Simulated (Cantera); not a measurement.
An adiabatic, constant-pressure homogeneous reactor starts with 6.81 % CH3OH, 17.6 % O2, 75.6 % N2, equivalence ratio 0.58, at 1273 K and 3.45 atm.

Detailed kinetics in Cantera: GRI-Mech 3.0 (53 species, 325 reactions). GRI-Mech 3.0 was tuned for natural gas; its chemistry of methanol as a main component is partial and can be far from experiment.

Question: Predict: time of steepest temperature rise; temperature at 0.900 s; equilibrium temperature; x(O2) at 0.900 s; x(HO2) at 0.900 s.

Answer: 
| Quantity | Result |
|---|---|
| time of steepest temperature rise | 1.26 ms |
| temperature at 0.900 s | 2340 K |
| equilibrium temperature | 2340 K |
| x(O2) at 0.900 s | 0.0665 (gas-phase equilibrium 0.0665) |
| x(HO2) at 0.900 s | 5.99e-6 (gas-phase equilibrium 5.99e-6) |
